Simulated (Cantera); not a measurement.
A perfectly stirred reactor is fed with N₂O : O₂ = 1 : 0.13 (molar parts), at 0.590 bar; it is held at 1275 K, and followed from long to short residence time.

Cantera simulation using GRI-Mech 3.0 (53 species, 325 reactions); the numbers are that mechanism's predictions, not measurements. GRI-Mech 3.0 was tuned for natural gas; its chemistry of N2O as a main component is partial and can be far from experiment. The mechanism lacks the step 2 NO + O2 → 2 NO2, which can matter for NO2 below about 1400 K. The temperature is held fixed by assumption; the heat of reaction is taken as removed at once.

```csv
quantity,before,after
x(N₂O) at τ = 2.70 s,0.170,0.0196
x(O₂) at τ = 2.70 s,0.308,0.350
x(NO) at τ = 2.70 s,0.0512,0.0604
x(O) at τ = 2.70 s,3.22e-6,1.25e-5
x(N₂) at τ = 2.70 s,0.470,0.570
x(N₂O) at τ = 0.100 s,0.744,0.270
x(O₂) at τ = 0.100 s,0.152,0.261
x(NO) at τ = 0.100 s,0.0131,0.0837
x(O) at τ = 0.100 s,5.10e-6,3.38e-5
x(N₂) at τ = 0.100 s,0.0913,0.384
```

Problem. What was changed between the two runs?
A. pressure from 0.590 bar to 135 Torr
B. temperature 1275 to 1325 K
C. temperature 1275 to 1175 K
D. temperature 1275 to 1450 K

Solution. D, temperature 1275 to 1450 K
